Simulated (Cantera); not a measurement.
A closed system holds: 1 mol SiC, 0.089 mol CO2, 19 mol H2, at 2150 K and 0.0133 bar.

Method: chemical equilibrium by Gibbs-energy minimisation in Cantera with the NASA 1993 tables (ideal gas, pure condensed phases). Candidate condensed phases: C, C6H6, C7H8, C8H18, H2O, Si, SiC, SiO2; 123 gas species. Gases not in the tables: Si2H6 and higher silanes. Rates play no part.

Base state: H2 0.951, H 0.0356, CO 0.00848, Si 0.00362, SiO 0.000598, C2H2 (acetylene) 0.000336, SiH 0.000199, Si2C 0.000178 (mole fractions); condensed: SiC(s).

Problem. What changes in the equilibrium state with this change: SiC replaced by Si3N4?

Solution. 
| species | before | after |
|---|---|---|
| H2 | 0.951 | 0.848 |
| N2 | 0 | 0.0907 |
| H | 0.0356 | 0.0336 |
| Si | 0.00362 | 0.0168 |
| HCN | 0 | 0.000522 |
| Si2N | 0 | 0.000126 |
| SiN | 0 | 0.000109 |
| SiC(s), mol | 0.904 | 0 |
| Si(l), mol | 0 | 2.44 |
The tables' values for SiN are old estimates; treat these amounts as uncertain. Further candidate phases: Si2N2O, Si3N4.
